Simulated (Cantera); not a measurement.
A freely propagating, adiabatic, planar premixed flame of CH4 : O2 : N2 = 1 : 2.47 : 8.4 (molar parts), unburnt at 723 K and 8.10 bar; mixture-averaged transport, grid criteria slope 0.08 and curve 0.16, no radiation.

Computed with Cantera and GRI-Mech 3.0 (53 species, 325 reactions). Burning velocities carry a grid error of a few per cent, more on coarse grids.

Problem. What does this change do: 0.15 parts H2O added?

Solution. 
| quantity | before | after |
|---|---|---|
| laminar burning velocity | 91.5 cm/s | 86.9 cm/s |
| thermal thickness | 0.0604 mm | 0.0630 mm |
| peak x(C2H2) | 0.000106 | 0.000110 |
| peak x(C2H) | 2.62e-7 | 2.49e-7 |
| peak x(H) | 0.00178 | 0.00164 |

Problem. What does this change do: CH4 1 to 0.78 parts?

Solution. 
```csv
quantity,before,after
laminar burning velocity,91.5 cm/s,56.9 cm/s
thermal thickness,0.0604 mm,0.0828 mm
peak x(C2H2),0.000106,3.53e-5
peak x(C2H),2.62e-7,3.99e-8
peak x(H),0.00178,0.000542
```
